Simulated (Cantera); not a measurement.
A closed system holds: 1 mol CsCl, 1 mol O2, 1.3 mol H2, held at 0.0133 bar.

Equilibrium computed with Cantera from the NASA thermochemical tables; the gas is ideal and each condensed phase is pure. Candidate condensed phases: Cs, CsCl, CsOH, H2O; 22 gas species. The numbers say what is thermodynamically allowed, not how fast it happens. All values below are at 1600 K.

Base state: H2O 0.486, CsCl 0.372, O2 0.132, CsOH 0.00411, HCl 0.00398, OH 0.00102, Cs2Cl2 0.000542, Cl 0.000169 (mole fractions); condensed: gas only.

### Question
What changes in the equilibrium state with this change: H2 from 1.3 to 0.26 mol?

### Answer
| species | before | after |
|---|---|---|
| CsCl | 0.372 | 0.466 |
| O2 | 0.132 | 0.408 |
| H2O | 0.486 | 0.120 |
| H2 | 7.69e-5 | 1.07e-5 |
| HCl | 0.00398 | 0.00214 |
| O | 4.56e-5 | 8.03e-5 |
| CsOH | 0.00411 | 0.00235 |
